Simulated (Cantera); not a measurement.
Feed: 1 mol SiHCl3, 0.035 mol HCl, 52 mol H2, held at 10.5 Torr.

These are equilibrium values from Cantera (NASA tables, ideal gas, pure condensed phases), not measurements of a reactor. Candidate condensed phases: Si; 19 gas species. The tables' values for SiCl are old estimates; treat these amounts as uncertain. Gases not in the tables: Si2H6 and higher silanes. Rates play no part. All values below are at 2100 K.

Base state: H2 0.914, HCl 0.0439, H 0.0252, Si 0.00953, SiCl2 0.00452, SiCl 0.000973, Cl 0.000890, SiH 0.000585 (mole fractions); condensed: Si(l).

Problem. What changes in the equilibrium state with this change: pressure from 10.5 Torr to 135 Torr?

Solution. 
```json
[
 {"species": "H2", "before": "0.914", "after": "0.941"},
 {"species": "HCl", "before": "0.0439", "after": "0.0458"},
 {"species": "H", "before": "0.0252", "after": "0.00712"},
 {"species": "Si", "before": "0.00953", "after": "0.000741"},
 {"species": "SiCl2", "before": "0.00452", "after": "0.00477"},
 {"species": "Si3", "before": "2.54e-5", "after": "1.97e-6"},
 {"species": "Si2", "before": "0.000124", "after": "9.66e-6"},
 {"species": "SiCl3", "before": "4.04e-6", "after": "1.57e-5"},
 {"species": "SiH", "before": "0.000585", "after": "0.000165"},
 {"species": "Si(l), mol", "before": "0.109", "after": "0.665"}
]
```
The tables' values for SiCl, SiCl3 are old estimates; treat these amounts as uncertain.
